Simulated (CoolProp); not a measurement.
Vapour-liquid equilibrium of isobutane (1) + n-butane (2) at -36.35 °C; x and y are mole fractions of (1).

Values from CoolProp's multi-fluid Helmholtz-energy mixture model, Bücker 2006 and Bücker 2006; pair parameters Kunz 2012.

```
x     bubble pressure, mixture model (MPa)  bubble pressure, Raoult's law (MPa)  y, mixture model  y, Raoult's law
----  ------------------------------------  -----------------------------------  ----------------  ---------------
0.05                               0.02114                              0.02111             0.082            0.082
0.15                               0.02257                              0.02252             0.230            0.229
0.25                                   ___                              0.02392             0.359            0.360
0.35                               0.02539                              0.02533               ___            0.476
0.45                                   ___                              0.02673             0.578            0.580
0.55                                   ___                              0.02813               ___            0.674
0.65                               0.02957                              0.02954               ___            0.758
0.75                                   ___                              0.03094               ___            0.835
0.85                               0.03236                              0.03234             0.904            0.905
0.95                               0.03375                              0.03375             0.969            0.970
```

Task: Complete the blanks.

Result: 
- 0.25, bubble pressure, mixture model (MPa): 0.02398
- 0.35, y, mixture model: 0.474
- 0.45, bubble pressure, mixture model (MPa): 0.02679
- 0.55, bubble pressure, mixture model (MPa): 0.02818
- 0.55, y, mixture model: 0.671
- 0.65, y, mixture model: 0.756
- 0.75, bubble pressure, mixture model (MPa): 0.03096
- 0.75, y, mixture model: 0.833

The largest gap from Raoult's law is +0.3 % in bubble pressure, at x = 0.25. No azeotrope shows between x = 0.05 and 0.95.

The pair parameters rest on a limited set of measurements; away from them the model extrapolates.
